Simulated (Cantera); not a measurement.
Input (Python, Cantera) and output of one run.

```python
import numpy as np
import cantera as ct

gas_names = """
    CL CLO CL2 Mg MgCL MgCL2 MgO Mg2 O O2 O3 Si SiCL SiCL2 SiCL3 SiCL4 SiO SiO2 Si2 Si3
""".split()
cond_names = """
    Mg(cr) Mg(L) MgCL2(s) MgCL2(L) MgO(s) MgO(L) MgSiO3(I) MgSiO3(II) MgSiO3(III) MgSiO3(L) Mg2SiO4(s)
    Mg2SiO4(L) Si(cr) Si(L) SiO2(Lqz) SiO2(hqz) SiO2(L)
""".split()


# ... load() reads the species with a 1 bar reference pressure and builds the phases ...
atoms = {
    'MgO': {'Mg': 1, 'O': 1},
    'SiCl4': {'Si': 1, 'CL': 4},
    'O2': {'O': 2},
}
top_T = {}  # K; cautious upper limits of use, not melting points


# ... equilibrate(T, P, feed) seeds the gas with the atoms and calls Mixture.equilibrate('TP', solver="vcs", rtol=1e-11, max_steps=5000) ...
results = []
feed = {'MgO': 1, 'SiCl4': 4.7, 'O2': 13}  # mol
P = 1333.22  # Pa
for T in [873, 973, 1073, 1173, 1273, 1373, 1473, 1573, 1673]:
    mix = equilibrate(T, P, feed)
    results.append((T, P, feed, dict(zip(mix.species_names, mix.species_moles))))

top = {s: max(r[3][s] / sum(r[3][g] for g in gas_names) for r in results) for s in gas_names}
cols = sorted((s for s in top if top[s] > 0.001), key=lambda s: -top[s])[:8]
seen = [c for c in cond_names if any(r[3].get(c, 0) > 1e-12 for r in results)]
print("log10 of partial pressures in bar; condensed amounts in mol")
print(f"{'T/K':>10s}" + "".join(f"{s[:9]:>10s}" for s in cols + seen))
for T, P, feed, n in results:
    ng = sum(n[g] for g in gas_names)
    print(f"{T:10.4g}" + "".join(f"{np.log10(max(n[s] / ng * P / 1e5, 1e-99)):10.3f}" for s in cols)
          + "".join(f"{n.get(c, 0):10.4g}" for c in seen))
```

It prints:

```
log10 of partial pressures in bar; condensed amounts in mol
       T/K       CL2        CL        O2     MgCL2 MgSiO3(I) MgSiO3(II MgSiO3(II SiO2(hqz)
       873    -2.150    -5.429    -2.204    -8.978         1         0         0       3.7
       973    -2.151    -4.666    -2.204    -7.477         0         1         0       3.7
      1073    -2.154    -4.046    -2.205    -6.264         0    0.9993         0     3.701
      1173    -2.164    -3.533    -2.209    -5.267         0    0.9927         0     3.707
      1273    -2.191    -3.109    -2.216    -4.447         0         0    0.9511     3.749
      1373    -2.255    -2.766    -2.230    -3.790         0         0    0.7682     3.932
      1473    -2.390    -2.509    -2.248    -3.301         0         0     0.232     4.468
      1573    -2.578    -2.319    -2.277    -3.221         0         0         0       4.7
      1673    -2.830    -2.194    -2.310    -3.254         0         0         0       4.7
```

Cantera equilibrium calculation (NASA polynomials, part measured and part estimated; ideal gas, pure solids and liquids). Mutual solubility and eutectic melting of coexisting phases are not modelled. The tables hold silica as quartz up to 1696 K and as liquid above; real silica turns to tridymite and cristobalite and melts near 1996 K. Condensed phases not in the tables: alloys, solid solutions and most ternary compounds.
